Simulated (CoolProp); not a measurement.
Vapour-liquid equilibrium of ethylene (1) + propylene (2) at -58.65 °C; x and y are mole fractions of (1).

The numbers come from the multi-fluid Helmholtz-energy mixture model, Smukala 2000 and Lemmon 2013; pair parameters Bell 2016 in CoolProp.

```json
[
 {"x": "0.05", "bubble pressure, mixture model (bar)": "[?]", "bubble pressure, Raoult's law (bar)": "0.9616", "y, mixture model": "0.404", "y, Raoult's law": "0.411"},
 {"x": "0.15", "bubble pressure, mixture model (bar)": "1.704", "bubble pressure, Raoult's law (bar)": "1.693", "y, mixture model": "0.690", "y, Raoult's law": "0.701"},
 {"x": "0.25", "bubble pressure, mixture model (bar)": "2.442", "bubble pressure, Raoult's law (bar)": "2.425", "y, mixture model": "0.803", "y, Raoult's law": "0.816"},
 {"x": "0.35", "bubble pressure, mixture model (bar)": "3.170", "bubble pressure, Raoult's law (bar)": "3.157", "y, mixture model": "0.864", "y, Raoult's law": "0.877"},
 {"x": "0.45", "bubble pressure, mixture model (bar)": "3.887", "bubble pressure, Raoult's law (bar)": "3.888", "y, mixture model": "0.902", "y, Raoult's law": "0.916"},
 {"x": "0.55", "bubble pressure, mixture model (bar)": "4.595", "bubble pressure, Raoult's law (bar)": "4.620", "y, mixture model": "0.929", "y, Raoult's law": "0.942"},
 {"x": "0.65", "bubble pressure, mixture model (bar)": "[?]", "bubble pressure, Raoult's law (bar)": "5.352", "y, mixture model": "0.950", "y, Raoult's law": "0.961"},
 {"x": "0.75", "bubble pressure, mixture model (bar)": "6.009", "bubble pressure, Raoult's law (bar)": "6.083", "y, mixture model": "0.966", "y, Raoult's law": "0.976"},
 {"x": "0.85", "bubble pressure, mixture model (bar)": "6.739", "bubble pressure, Raoult's law (bar)": "6.815", "y, mixture model": "0.981", "y, Raoult's law": "0.987"},
 {"x": "0.95", "bubble pressure, mixture model (bar)": "7.507", "bubble pressure, Raoult's law (bar)": "7.547", "y, mixture model": "[?]", "y, Raoult's law": "0.996"}
]
```

Q: Some entries are withheld; supply them.

A: 
- 0.05, bubble pressure, mixture model (bar): 0.9638
- 0.65, bubble pressure, mixture model (bar): 5.299
- 0.95, y, mixture model: 0.994

The largest gap from Raoult's law is -1.2 % in bubble pressure, at x = 0.75. No azeotrope shows between x = 0.05 and 0.95.

The pair parameters rest on a limited set of measurements; away from them the model extrapolates. The gap from Raoult's law changes sign with composition, which may be real or a fault of the pair parameters; it wasn't checked against measurements.
